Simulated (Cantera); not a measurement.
Cantera run, input and output.

```python
import numpy as np
import cantera as ct

gas = ct.Solution("gri30.yaml")
gas.TPX = 2175, 101325, {'CH4': 1, 'CO2': 4.8, 'H2': 0.25}
inlet = ct.Reservoir(gas, clone=True)

reactor = ct.IdealGasConstPressureReactor(gas, energy="off", clone=False)
exhaust = ct.Reservoir(gas, clone=True)
tau = [1.8, 0.38, 0.079, 0.016, 0.0034, 0.00071, 0.00015][0]
for a, b in ((inlet, reactor), (reactor, exhaust)):
    ct.MassFlowController(a, b, mdot=lambda t: reactor.mass / tau)
net = ct.ReactorNet([reactor])
show = ['CH4', 'CO2', 'H2', 'O2', 'H2O']

rows = []
print(f"{'tau/s':>10s}{'T/K':>9s}" + "".join(f"{s:>11s}" for s in show))
for tau in [1.8, 0.38, 0.079, 0.016, 0.0034, 0.00071, 0.00015]:
    net.initial_time = 0.0
    net.advance(30 * tau)
    before = gas.X
    net.advance(40 * tau)
    drift = np.max(np.abs(gas.X - before) / (gas.X + 1e-9))
    rows.append([gas.T, *gas[show].X, drift])
    print(f"{tau:10.3e}{gas.T:9.1f}" + "".join(f"{x:11.3e}" for x in gas[show].X))
```

Output:

```
     tau/s      T/K        CH4        CO2         H2         O2        H2O
 1.800e+00   2175.0  5.414e-06  2.627e-01  6.992e-02  7.296e-06  2.085e-01
 3.800e-01   2175.0  3.926e-05  2.628e-01  6.998e-02  4.752e-06  2.086e-01
 7.900e-02   2175.0  2.820e-04  2.639e-01  6.999e-02  3.080e-06  2.083e-01
 1.600e-02   2175.0  1.402e-03  2.696e-01  6.961e-02  2.560e-06  2.067e-01
 3.400e-03   2175.0  5.027e-03  3.003e-01  6.656e-02  1.706e-06  2.012e-01
 7.100e-04   2175.0  1.531e-02  4.075e-01  6.287e-02  7.056e-07  1.787e-01
 1.500e-04   2175.0  4.556e-02  5.740e-01  8.318e-02  1.952e-07  1.056e-01
```

Cantera simulation using GRI-Mech 3.0 (53 species, 325 reactions); the numbers are that mechanism's predictions, not measurements.
